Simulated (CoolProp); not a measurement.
A simple Rankine cycle with the fluoroketone C6F12O (FK-5-1-12): condensing at 325.15 K, boiler at 0.384 MPa, turbine inlet 407 K, turbine efficiency 0.85, pump efficiency 0.7, no recuperator. Each further row changes one setting.

Computed with CoolProp (reference Helmholtz-energy equation of state, McLinden 2015).

| case | thermal efficiency (%) | net work (kJ/kg) | heat in (kJ/kg) | turbine exit temperature (K) | volume ratio over the turbine |
|---|---|---|---|---|---|
| as stated | 6.3 | 10.0 | 160 | 393.2 | 3.57 |
| turbine inlet 427 K | 5.9 | 10.7 | 180 | 413.2 | 3.53 |
| condensing temperature 317.15 K | 7.3 | 12.4 | 169 | 390.4 | 4.73 |
| boiler pressure 0.269 MPa | 4.5 | 7.32 | 162 | 397.5 | 2.44 |
| turbine efficiency 0.75 | 5.5 | 8.83 | 160 | 394.4 | 3.59 |
